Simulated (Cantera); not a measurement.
Charge: 1 mol SiHCl₃, 0.015 mol Cl₂, 100 mol H₂, equilibrated at 1450 °C and 0.0730 bar.

Method: chemical equilibrium by Gibbs-energy minimisation in Cantera with the NASA 1993 tables (ideal gas, pure condensed phases). Candidate condensed phases: Si; 19 gas species. The tables' values for SiCl, SiCl₃ are old estimates; treat these amounts as uncertain. Gases not in the tables: Si₂H₆ and higher silanes. The numbers say what is thermodynamically allowed, not how fast it happens.

Base state: H₂ 0.972, HCl 0.0251, SiCl₂ 0.00225, H 0.000665, SiH₂ 1.65e-5, Si 1.35e-5, Cl 1.33e-5, SiCl 1.29e-5 (mole fractions); condensed: Si(l).

Problem. What changes in the equilibrium state with this change: H₂ from 100 to 210 mol?

Solution. 
| species | before | after |
|---|---|---|
| H₂ | 0.972 | 0.986 |
| HCl | 0.0251 | 0.0131 |
| H | 0.000665 | 0.000670 |
| SiCl₂ | 0.00225 | 0.000599 |
| SiCl₃ | 1.11e-5 | 1.53e-6 |
| Cl | 1.33e-5 | 6.88e-6 |
| SiCl | 1.29e-5 | 6.68e-6 |
| SiH₂ | 1.65e-5 | 1.67e-5 |
| Si | 1.35e-5 | 1.35e-5 |
| Si(l), mol | 0.764 | 0.863 |

Problem. What changes in the equilibrium state with this change: SiHCl₃ replaced by Si₂Cl₆?

Solution. 
```json
[
 {"species": "H₂", "before": "0.972", "after": "0.948"},
 {"species": "HCl", "before": "0.0251", "after": "0.0441"},
 {"species": "SiCl₂", "before": "0.00225", "after": "0.00709"},
 {"species": "SiCl₃", "before": "1.11e-5", "after": "6.24e-5"},
 {"species": "SiCl", "before": "1.29e-5", "after": "2.30e-5"},
 {"species": "Cl", "before": "1.33e-5", "after": "2.37e-5"},
 {"species": "Si(l), mol", "before": "0.764", "after": "1.26"}
]
```
The feed counts by its element totals alone. The tables' values for SiCl₃, SiCl are old estimates; treat these amounts as uncertain.
